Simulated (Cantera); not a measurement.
An adiabatic, constant-volume homogeneous reactor starts with CH4 : O2 : N2 = 1 : 5.71 : 21.5 (molar parts), equivalence ratio 0.35, at 1625 K and 0.385 atm. Integrator tolerance rtol = 1e-08.

Detailed kinetics in Cantera: GRI-Mech 3.0 (53 species, 325 reactions).

| quantity | before | after |
|---|---|---|
| time of steepest temperature rise | 0.742 ms | 1.94 ms |
| temperature at 6.00 s | 2414 K | 2450 K |
| equilibrium temperature | 2414 K | 2450 K |
| x(CH4) at 6.00 s | <1e-12 (gas-phase equilibrium <1e-12) | <1e-12 (gas-phase equilibrium <1e-12) |
| x(O2) at 6.00 s | 0.121 (gas-phase equilibrium 0.121) | 0.00257 (gas-phase equilibrium 0.00257) |
| x(CH3) at 6.00 s | <1e-12 (gas-phase equilibrium <1e-12) | <1e-12 (gas-phase equilibrium <1e-12) |
| x(CO2) at 6.00 s | 0.0324 (gas-phase equilibrium 0.0324) | 0.0235 (gas-phase equilibrium 0.0235) |
| x(C2H2) at 6.00 s | <1e-12 (gas-phase equilibrium <1e-12) | <1e-12 (gas-phase equilibrium <1e-12) |
| x(NO2) at 6.00 s | 8.25e-6 (gas-phase equilibrium 8.25e-6) | 1.96e-7 (gas-phase equilibrium 1.96e-7) |

What was changed between the two runs?
A. O2 5.71 to 2.3 parts
B. O2 5.71 to 1.8 parts
C. N2 21.5 to 61 parts
D. pressure from 0.385 atm to 12.8 atm

B, O2 5.71 to 1.8 parts
